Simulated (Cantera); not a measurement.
Input: 1 mol Si₃N₄, 0.07 mol O₂, 3.3 mol N₂, held at 2048 K and 0.0133 bar.

Equilibrium computed with Cantera from the NASA thermochemical tables; the gas is ideal and each condensed phase is pure. Candidate condensed phases: Si, SiO₂, Si₂N₂O, Si₃N₄; 16 gas species. The tables' values for SiN are old estimates; treat these amounts as uncertain. Kinetics and transport are ignored.

Base state: N₂ 0.968, SiO 0.0256, Si 0.00567, Si₂N 0.000188, SiN 0.000150, Si₂ 6.58e-5, Si₃ 1.38e-5 (mole fractions); condensed: Si(l).

Problem. What changes in the equilibrium state with this change: temperature from 2048 K to 1375 K?

Solution. 
```csv
species,before,after
N₂,0.968,1.00
SiO,0.0256,1.46e-7
Si,0.00567,<1e-9
Si₂N,0.000188,<1e-9
SiN,0.000150,<1e-9
Si₂,6.58e-5,<1e-9
"Si(l), mol",2.83,0
"Si₂N₂O(s), mol",0,0.140
"Si₃N₄(s), mol",0,0.907
```
Mutual solubility and eutectic melting of coexisting phases are not modelled.
